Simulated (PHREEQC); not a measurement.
Consider water at 23 °C with 69 mmol/kgw Cu(NO3)2, 0.14 mmol/kgw HCl and 0.095 mmol/kgw KCl. Closed to the air; pH follows from the charge balance.

Model: ion-association model, wateq4f.dat, run in PHREEQC.

Problem. The ionic strength comes out as 0.207 mol/kgw. What activity coefficients do H+, CuCl+, K+, NO3-, Cl- get?

Solution. H+ 0.80, CuCl+ 0.72, K+ 0.71, NO3- 0.69, Cl- 0.71.

No solid was allowed to form. Complexes and solids missing from the database can't appear.
